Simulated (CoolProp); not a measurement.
Chlorine along the isotherm 226.9 K: density (kg/m³) from the reference equation and from simpler models built on Tc = 416.9 K, pc = 7642 kPa, ω = 0.070; each cubic takes its own stable root.

Computed with CoolProp (reference Helmholtz-energy equation of state, Thol 2021).

| p (kPa) | phase | reference | van der Waals | Soave-Redlich-Kwong |
|---|---|---|---|---|
| 955 | liquid | 1599 | … | … |
| 1910 | liquid | 1600 | 1003 | 1475 |
| 2870 | liquid | 1601 | 1005 | 1477 |
| 3820 | liquid | 1603 | 1007 | 1479 |
| 4780 | liquid | 1604 | 1009 | 1480 |
| 5730 | liquid | 1606 | 1011 | 1482 |
| 6690 | liquid | 1607 | … | 1484 |
| 7640 | liquid | 1608 | 1016 | 1485 |
| 8600 | liquid | 1610 | … | 1487 |
| 9550 | liquid | 1611 | 1019 | 1488 |
| 10500 | liquid | 1612 | 1021 | 1490 |
| 11500 | liquid | 1614 | 1023 | 1491 |

### Question
What belongs in the gaps?

### Answer

- 955, van der Waals: 1000
- 955, Soave-Redlich-Kwong: 1474
- 6690, van der Waals: 1014
- 8600, van der Waals: 1017
